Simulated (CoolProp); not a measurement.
Vapour pressure (bar) of tetrahydrofuran: the reference equation beside estimates from Tc = 267.0 °C, pc = 53.04 bar, ω = 0.234.

The numbers come from the reference Helmholtz-energy equation of state, Fiedler 2023 in CoolProp.

```tsv
T (°C)	reference	Lee-Kesler	Redlich-Kwong	Peng-Robinson
102.75	2.924	2.921	4.411	2.912
110.25	3.527	3.535	5.206	3.516
117.65	4.211	4.231	6.087	4.202
125.05	4.990	5.027	7.070	4.986
132.45	5.873	5.929	8.160	5.877
139.85	6.868	6.946	9.363	6.885
147.25	7.984	8.087	10.69	8.018
154.65	9.231	9.361	12.13	9.286
162.05	10.62	10.78	13.71	10.70
169.45	12.15	12.34	15.42	12.27
```

Absolute difference from the reference over all 10 rows, mean and median: Lee-Kesler 0.9 and 1.0 %, Redlich-Kwong 38.1 and 37.6 %, Peng-Robinson 0.4 and 0.4 %.
